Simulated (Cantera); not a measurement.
Input: 1 mol SiCl4, 10 mol NH3, 2.1 mol H2, at 1073.15 K and 0.000600 bar.

These are equilibrium values from Cantera (NASA tables, ideal gas, pure condensed phases), not measurements of a reactor. Candidate condensed phases: NH4Cl, Si, Si3N4; 28 gas species. The tables' values for SiCl3 are old estimates; treat these amounts as uncertain. Rates play no part.

Base state: H2 0.645, N2 0.185, HCl 0.170, SiCl4 0.000120, SiCl2 1.87e-5, SiCl3 1.19e-5 (mole fractions); condensed: Si3N4(s).

Problem. What changes in the equilibrium state with this change: temperature from 1073.15 K to 1425 K?

Solution. 
```csv
species,before,after
H2,0.645,0.654
N2,0.185,0.194
HCl,0.170,0.135
SiCl2,1.87e-5,0.0164
H,4.61e-7,0.000225
Cl,1.10e-7,3.81e-5
"Si3N4(s), mol",0.332,0.201
```

Problem. What changes in the equilibrium state with this change: temperature from 1073.15 K to 1700 K?

Solution. 
```
species         before     after
-------------  -------  --------
H2               0.645     0.662
N2               0.185     0.207
HCl              0.170    0.0853
SiCl2          1.87e-5    0.0394
Si               <1e-9   0.00113
SiCl             <1e-9  0.000471
Si3N4(s), mol    0.332         0
Si(l), mol           0   0.00364
```
The tables' values for SiCl, SiCl3 are old estimates; treat these amounts as uncertain.
